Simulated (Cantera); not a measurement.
A closed system holds: 1 mol TiO₂, 5.4 mol CH₄, 0.87 mol CO, 5.6 mol C, held at 1.40 mbar.

These are equilibrium values from Cantera (NASA tables, ideal gas, pure condensed phases), not measurements of a reactor. Candidate condensed phases: C, C₆H₆, C₇H₈, C₈H₁₈, H₂O, Ti, TiC, TiO, TiO₂, Ti₂O₃, Ti₃O₅, Ti₄O₇; 113 gas species. TiC: taken at fixed stoichiometry. Rates play no part.

log p: log10 of the partial pressure in bar; n: condensed amount in mol.

| T (K) | log p H₂ | log p H | log p CO | log p C₂H₂ (acetylene) | log p Ti | n C(graphite) | n TiC(s) |
|---|---|---|---|---|---|---|---|
| 1175 | -2.96 | -8.39 | -3.53 | … | <-14 | 8.00 | 1.00 |
| 1275 | -2.96 | -7.61 | -3.53 | … | <-14 | 8.00 | 1.00 |
| 1375 | -2.96 | -6.94 | -3.53 | … | <-14 | 8.00 | 1.00 |
| 1475 | -2.96 | -6.37 | -3.53 | … | <-14 | 8.00 | 1.00 |
| 1575 | -2.96 | -5.86 | -3.53 | … | -13.67 | 8.00 | 1.00 |
| 1675 | -2.96 | -5.41 | -3.53 | … | -12.39 | 8.00 | 1.00 |
| 1775 | -2.96 | -5.02 | -3.53 | … | -11.25 | 8.00 | 1.00 |
| 1875 | -2.96 | -4.67 | -3.54 | … | -10.24 | 7.99 | 1.000 |
| 1975 | -2.97 | -4.35 | -3.54 | … | -9.33 | 7.99 | 1.000 |
| 2075 | -2.99 | -4.07 | -3.55 | … | -8.51 | 7.97 | 1.000 |
| 2175 | -3.01 | -3.82 | -3.56 | … | -7.77 | 7.96 | 1.000 |
| 2275 | -3.06 | -3.60 | -3.57 | … | -7.09 | 7.93 | 0.999 |
| 2375 | -3.12 | -3.41 | -3.60 | … | -6.47 | 7.89 | 0.996 |
| 2475 | -3.22 | -3.26 | -3.63 | … | -5.90 | 7.85 | 0.985 |

Q: Some entries are withheld; supply them.

A: 
- 1175, log p C₂H₂ (acetylene): -10.15
- 1275, log p C₂H₂ (acetylene): -9.37
- 1375, log p C₂H₂ (acetylene): -8.71
- 1475, log p C₂H₂ (acetylene): -8.13
- 1575, log p C₂H₂ (acetylene): -7.63
- 1675, log p C₂H₂ (acetylene): -7.19
- 1775, log p C₂H₂ (acetylene): -6.81
- 1875, log p C₂H₂ (acetylene): -6.46
- 1975, log p C₂H₂ (acetylene): -6.16
- 2075, log p C₂H₂ (acetylene): -5.89
- 2175, log p C₂H₂ (acetylene): -5.67
- 2275, log p C₂H₂ (acetylene): -5.48
- 2375, log p C₂H₂ (acetylene): -5.33
- 2475, log p C₂H₂ (acetylene): -5.23
